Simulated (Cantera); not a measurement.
Feed: 1 mol Si3N4, 20 mol H2O, at 1648 K and 100 Torr.

Method: chemical equilibrium by Gibbs-energy minimisation in Cantera with the NASA 1993 tables (ideal gas, pure condensed phases). Candidate condensed phases: H2O, Si, SiO2, Si2N2O, Si3N4; 35 gas species. The tables hold silica as quartz up to 1696 K and as liquid above; real silica turns to tridymite and cristobalite and melts near 1996 K. Gases not in the tables: Si(OH)4. Rates play no part.

Question: What is the equilibrium state?

Answer: 
```json
{
 "x(H2O)": "0.636",
 "x(H2)": "0.273",
 "x(N2)": "0.0909",
 "x(H)": "0.000127",
 "x(OH)": "1.34e-5",
 "n(SiO2(β-quartz))": "3.00 mol",
 "gas_amount": "22.00 mol",
 "log10 activity of Si(s) (absent)": "-10.45"
}
```
